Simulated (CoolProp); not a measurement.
Vapour-liquid equilibrium of ethanol (1) + benzene (2) at 0.642 MPa; x and y are mole fractions of (1).

Model: multi-fluid Helmholtz-energy mixture model, Schroeder 2014 and Thol 2012; pair parameters Bell 2016, in CoolProp.

| x | bubble temperature (K) | y at the bubble point | dew temperature at overall composition x (K) | liquid density (mol/L) |
|---|---|---|---|---|
| 0.05 | 419.3 | 0.183 | 425.7 | 9.497 |
| 0.2 | 407.8 | 0.418 | 418.4 | 10.06 |
| 0.35 | 404.3 | 0.507 | 411.0 | 10.63 |
| 0.5 | 403.1 | 0.567 | 404.6 | 11.30 |
| 0.65 | 402.8 | 0.637 | 402.8 | 12.12 |
| 0.8 | 403.7 | 0.748 | 404.3 | 13.08 |
| 0.95 | 406.1 | 0.926 | 406.4 | 14.19 |

y crosses x between x = 0.5 and 0.65: the model has an azeotrope there.

The pair parameters rest on a limited set of measurements; away from them the model extrapolates.
